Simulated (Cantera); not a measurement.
Feed: 1 mol trisilylamine, 0.21 mol N2, held at 773 K and 75.0 Torr.

Equilibrium computed with Cantera from the NASA thermochemical tables; the gas is ideal and each condensed phase is pure. Candidate condensed phases: Si, Si3N4; 18 gas species. The feed counts by its element totals alone. Equilibrium is a limit: real reactors are often held back by kinetics, nucleation or transport.

Base state: H2 1.00 (mole fractions); condensed: Si(s) + Si3N4(s).

What changes in the equilibrium state with this change: trisilylamine replaced by SiCl4?


```json
[
 {"species": "SiCl4", "before": "0", "after": "0.826"},
 {"species": "N2", "before": "<1e-9", "after": "0.174"},
 {"species": "H2", "before": "1.00", "after": "0"},
 {"species": "Si(s), mol", "before": "1.94", "after": "0"},
 {"species": "Si3N4(s), mol", "before": "0.355", "after": "0"}
]
```
